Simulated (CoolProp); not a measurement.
The fluid at 318.98 K and 1.21 MPa (liquid) is heated at constant pressure to 367.8 K. The same conditions are run with several fluids, on thermodynamics alone (safety and materials aside).

Values from CoolProp's reference Helmholtz-energy equation of state of each fluid (R245fa: Akasaka 2015; isobutene: Lemmon 2005; toluene: Lemmon 2006; n-nonane: Lemmon 2006; cyclopentane: Gedanitz 2015).

### Question
Rank R245fa, isobutene, toluene, n-nonane, cyclopentane by heat (kJ/kg), highest first.

### Answer
isobutene (407), n-nonane (116), cyclopentane (99.8), toluene (90.5), R245fa (70.8)

```csv
fluid,final phase,final density (kg/m³)
R245fa,liquid,1120
isobutene,gas,27.3
toluene,liquid,797
n-nonane,liquid,659
cyclopentane,liquid,667
```
